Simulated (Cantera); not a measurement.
Feed: 1 mol Pb, 0.061 mol O₂, 84 mol N₂, 0.00024 mol CO₂, at 8.25 Torr.

These are equilibrium values from Cantera (NASA tables, ideal gas, pure condensed phases), not measurements of a reactor. Candidate condensed phases: C, Pb, PbO, PbO₂, Pb₃O₄; 27 gas species. Equilibrium is a limit: real reactors are often held back by kinetics, nucleation or transport.

log p: log10 of the partial pressure in bar; n: condensed amount in mol.

```tsv
T (K)	log p N₂	log p Pb	log p PbO	log p O₂	log p NO	log p O	n PbO(yellow)
1123	-1.96	-3.94	-4.94	-9.56	-9.35	-13.13	0.0336
1223	-1.96	-3.94	-4.80	-8.32	-8.38	-11.55	0
1323	-1.96	-3.94	-4.80	-7.51	-7.68	-10.33	0
1423	-1.96	-3.94	-4.81	-6.83	-7.09	-9.28	0
1523	-1.96	-3.94	-4.84	[?]	[?]	[?]	0
1623	-1.96	-3.93	[?]	[?]	[?]	[?]	0
1723	-1.96	-3.92	-5.01	-5.64	-5.91	-7.06	0
```

Some entries are withheld; supply them.


- 1523, log p O₂: -6.28
- 1523, log p NO: -6.59
- 1523, log p O: -8.40
- 1623, log p PbO: -4.90
- 1623, log p O₂: -5.88
- 1623, log p NO: -6.20
- 1623, log p O: -7.66
